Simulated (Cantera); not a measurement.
Input (Python, Cantera) and output of one run.

```python
import numpy as np
import cantera as ct

gas_names = """
    CL CL2 H HCL H2 Na NaCL NaH Na2 Na2CL2
""".split()
cond_names = """
    Na(cr) Na(L) NaCL(s) NaCL(L)
""".split()


# ... load() reads the species with a 1 bar reference pressure and builds the phases ...
atoms = {
    'NaCl': {'Na': 1, 'CL': 1},
    'H2': {'H': 2},
}
top_T = {}  # K; cautious upper limits of use, not melting points


# ... equilibrate(T, P, feed) seeds the gas with the atoms and calls Mixture.equilibrate('TP', solver="vcs", rtol=1e-11, max_steps=5000) ...
results = []
feed = {'NaCl': 1, 'H2': 47}  # mol
T = 2223.15  # K
P = 13332.2  # Pa
mix = equilibrate(T, P, feed)
results.append((T, P, feed, dict(zip(mix.species_names, mix.species_moles))))
print(gas.report(threshold=1e-06))
for i in range(1, mix.n_phases):
    print(f"{mix.phase(i).name:16s} {mix.phase_moles(i):12.5e} mol")
```

It prints:

```
       temperature   2223.2 K
          pressure   13332 Pa
           density   0.0022691 kg/m^3
  mean mol. weight   3.146 kg/kmol
   phase of matter   gas

                          1 kg             1 kmol
                     ---------------   ---------------
          enthalpy        1.9867e+07        6.2503e+07  J
   internal energy        1.3992e+07        4.4018e+07  J
           entropy             67445        2.1218e+05  J/K
    Gibbs function       -1.3007e+08       -4.0921e+08  J
 heat capacity c_p             10987             34564  J/K
 heat capacity c_v            8343.8             26250  J/K

                      mass frac. Y      mole frac. X     chem. pot. / RT
                     ---------------   ---------------   ---------------
                CL         0.0016389        0.00014544            -27.23
                 H         0.0054866          0.017124           -10.944
               HCL           0.12897          0.011129           -38.173
                H2           0.60946           0.95107           -21.888
                Na          0.082152          0.011242           -22.045
              NaCL           0.17204         0.0092613           -49.274
               NaH        0.00024951         3.271e-05           -32.989
     [   +3 minor]        7.3751e-06        2.2859e-07

Na(L)             0.00000e+00 mol
NaCL(L)           0.00000e+00 mol
```

Cantera equilibrium calculation (NASA polynomials, part measured and part estimated; ideal gas, pure solids and liquids).
